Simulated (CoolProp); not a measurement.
Propylene at several states: fugacity coefficient from the reference equation and from simpler models built on Tc = 91.1 °C, pc = 4555 kPa, ω = 0.146; each cubic takes its own stable root.

Computed with CoolProp (reference Helmholtz-energy equation of state, Lemmon 2013).

```csv
T (°C),p (kPa),phase,reference
-38.05,1420,liquid,0.1079
-31.85,9420,liquid,0.02736
262.15,950,gas,0.9806
-3.65,66.7,gas,0.9871
75.55,3080,gas,0.7386
```

Question: How far does each simpler model (van der Waals, Redlich-Kwong, Peng-Robinson) lie from the reference over these 5 states: mean and median of the absolute difference, and the worst?

Answer: 
- van der Waals: mean 109.8 %, median 5.1 %, worst +279.0 % at -31.85 °C and 9420 kPa
- Redlich-Kwong: mean 10.9 %, median 0.9 %, worst +27.3 % at -31.85 °C and 9420 kPa
- Peng-Robinson: mean 0.9 %, median 0.5 %, worst -2.1 % at 75.55 °C and 3080 kPa
